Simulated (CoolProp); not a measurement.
Computed with CoolProp (reference Helmholtz-energy equation of state, Aleksandrov 2011). It is a short technical equation, of lower accuracy than the large ones.

Task: For n-undecane, give the phase and the Z, speed of sound (m/s), isothermal compressibility (1/MPa), expansivity (1/kK) at 620 K and 742 kPa; 620 K and 5800 kPa.

Result: 
- 620 K and 742 kPa: gas; Z 0.818, speed of sound 150, isothermal compressibility 1.69, expansivity 3.28
- 620 K and 5800 kPa: liquid; Z 0.377, speed of sound 360, isothermal compressibility 0.0192, expansivity 2.63
